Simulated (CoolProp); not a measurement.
Properties of R227EA along the isotherm 475 K (Tc = 374.9 K, pc = 29.25 bar, ω = 0.358).

Values from CoolProp's reference Helmholtz-energy equation of state, Lemmon 2016.

```tsv
p (bar)	phase	Z	cp (kJ/(kg K))	cv (kJ/(kg K))	isothermal compressibility (1/MPa)	expansivity (1/kK)	Prandtl number
1.33	gas	0.9935	1.035	0.9845	7.568	2.161	0.696
2.66	gas	0.9870	1.038	0.9853	3.809	2.217	0.696
3.99	gas	0.9804	1.041	0.9861	2.556	2.276	0.696
5.32	gas	[?]	[?]	0.9869	1.930	2.336	0.697
6.65	gas	0.9674	1.047	0.9877	1.555	2.397	0.698
7.98	gas	0.9608	[?]	0.9885	1.304	2.460	0.699
9.31	gas	0.9543	1.053	0.9893	1.126	2.525	0.700
10.6	gas	0.9479	1.057	0.9901	0.9953	2.590	0.701
12	gas	0.9411	1.060	0.9910	0.8857	2.662	0.703
13.3	gas	0.9346	1.064	0.9918	0.8046	2.731	0.705
14.6	gas	0.9282	1.067	0.9927	0.7380	2.801	0.708
```

What belongs in the gaps?


- 5.32, Z: 0.9739
- 5.32, cp (kJ/(kg K)): 1.044
- 7.98, cp (kJ/(kg K)): 1.050

Viscosity comes from a separate model (Huber 2003), an estimate that may be off by 10 % or more. Thermal conductivity comes from a separate model (Huber 2003), an estimate that may be off by 10 % or more.
